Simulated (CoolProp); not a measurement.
Vapour-liquid equilibrium of acetone (1) + toluene (2) at 114.65 °C; x and y are mole fractions of (1).

Model: multi-fluid Helmholtz-energy mixture model, Lemmon 2006 and Lemmon 2006; pair parameters Bell 2016, in CoolProp.

### Question
Give the bubble pressure and the first vapour's composition at x = 0.35, 0.65, 0.95. Is there an azeotrope?

### Answer
x = 0.35: 0.2922 MPa, y = 0.709; x = 0.65: 0.4035 MPa, y = 0.865; x = 0.95: 0.5145 MPa, y = 0.981. No azeotrope shows between x = 0.05 and 0.95.

Pair parameters are fitted to limited data, so mixtures are less certain than the pure fluids.
